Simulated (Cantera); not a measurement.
A diamond (100) surface in a fixed gas of H2 with x(CH4) = 0.019, x(CH3) = 0.0002, at 1350 K, 97.5 Torr; coverages are run to steady state.

Computed with Cantera and the Harris–Goodwin 1993 mechanism for the reconstructed diamond (100) surface.

θ: site fractions in the mechanism's names (c6HH fully hydrogenated, c6H* and c6*H radical sites, c6** diradical, c6HM methylated).

| x(H) | growth (µm/h) | θ c6HH | θ c6H* | θ c6*H | θ c6** | θ c6HM |
|---|---|---|---|---|---|---|
| 0.0001 | 0.124 | 0.685 | 0.0286 | 0.282 | 0.00360 | (withheld) |
| 0.00022 | 0.508 | 0.563 | 0.0392 | 0.386 | 0.00939 | (withheld) |
| 0.0005 | 1.48 | 0.466 | 0.0471 | 0.465 | 0.0198 | (withheld) |
| 0.0011 | 2.97 | 0.408 | 0.0513 | 0.506 | 0.0320 | (withheld) |
| 0.0025 | 4.89 | 0.376 | 0.0534 | 0.525 | 0.0431 | 0.000439 |
| 0.0055 | 7.20 | 0.361 | 0.0542 | 0.533 | 0.0501 | 0.000455 |
| 0.012 | 10.6 | 0.354 | 0.0547 | 0.536 | 0.0541 | 0.000433 |
| 0.027 | 16.0 | 0.350 | 0.0553 | 0.538 | 0.0563 | (withheld) |
| 0.06 | 23.0 | 0.348 | 0.0562 | 0.537 | 0.0575 | (withheld) |

### Question
What belongs in the gaps?

### Answer

- 0.0001, θ c6HM: 0.000163
- 0.00022, θ c6HM: 0.000237
- 0.0005, θ c6HM: 0.000317
- 0.0011, θ c6HM: 0.000387
- 0.027, θ c6HM: 0.000368
- 0.06, θ c6HM: 0.000272
